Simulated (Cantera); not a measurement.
A perfectly stirred reactor is fed with 0.286 % CH3OH, 0.929 % O2, 98.8 % N2, at 750 Torr; it is held at 1375 K, and followed from long to short residence time.

Detailed kinetics in Cantera: GRI-Mech 3.0 (53 species, 325 reactions). GRI-Mech 3.0 was tuned for natural gas; its chemistry of methanol as a main component is partial and can be far from experiment.

x: mole fraction; the columns are a selection and need not sum to one.

```csv
τ (s),x CH3OH,x O2,x C2H4,x H2,x CO2,x CH2
16,1.14e-7,0.00498,<1e-12,1.23e-6,0.00286,<1e-12
3.5,3.02e-7,0.00498,<1e-12,3.22e-6,0.00284,2.08e-12
0.80,[?],0.00499,<1e-12,[?],0.00282,9.58e-12
0.18,[?],0.00502,<1e-12,[?],0.00275,7.71e-11
0.041,3.45e-6,0.00510,<1e-12,5.79e-5,0.00258,7.40e-10
0.0092,7.29e-6,0.00531,7.44e-12,0.000142,0.00220,6.05e-9
0.0021,1.89e-5,0.00574,1.44e-10,0.000325,0.00150,3.48e-8
0.00047,9.65e-5,0.00664,4.39e-9,0.000903,0.000561,1.52e-7
```

Fill in the missing entries.


- 0.80, x CH3OH: 7.32e-7
- 0.80, x H2: 8.39e-6
- 0.18, x CH3OH: 1.65e-6
- 0.18, x H2: 2.23e-5
